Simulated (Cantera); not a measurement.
## Ammonia decomposition in nitride growth gas

An isothermal, constant-pressure homogeneous reactor starts with NH3 : N2 = 1 : 0.14 (molar parts), at 1900 K and 0.170 bar.

Computed with Cantera and the gas-phase N/H chemistry of the illustrative SiF4/NH3 mechanism in the Surface Chemkin manual (1991). Walls and surfaces, which speed up NH3 decomposition in real reactors, are not modelled.

| t (s) | x NH3 | x N2 | x H | x NH | x N2H2 |
|---|---|---|---|---|---|
| 0.000200 | 0.877 | 0.123 | 2.01e-7 | 3.64e-7 | 2.19e-7 |
| 0.000719 | 0.876 | 0.123 | 4.69e-7 | 2.53e-6 | 2.56e-6 |
| 0.00258 | 0.872 | 0.124 | 1.72e-6 | 4.26e-6 | 5.16e-6 |
| 0.00928 | 0.857 | 0.127 | 5.65e-6 | 4.80e-6 | 5.02e-6 |
| 0.0334 | 0.807 | 0.137 | 1.86e-5 | 5.82e-6 | 4.52e-6 |
| 0.120 | 0.658 | 0.167 | 5.91e-5 | 6.63e-6 | 3.23e-6 |
| 0.431 | 0.352 | 0.228 | 0.000171 | 6.08e-6 | 1.33e-6 |
| 1.55 | 0.0688 | 0.285 | 0.000451 | 3.66e-6 | 1.79e-7 |
| 5.57 | 0.00123 | 0.299 | 0.00149 | 6.20e-7 | 1.06e-9 |
| 20.0 | 9.68e-5 | 0.299 | 0.00162 | 5.77e-8 | 8.27e-12 |
x: mole fraction; the columns are a selection and need not sum to one.

Equilibrium at this temperature and pressure: NH3 1.30e-6, N2 0.299, H 0.00162, NH 7.73e-10, N2H2 <1e-12 (gas phase only).
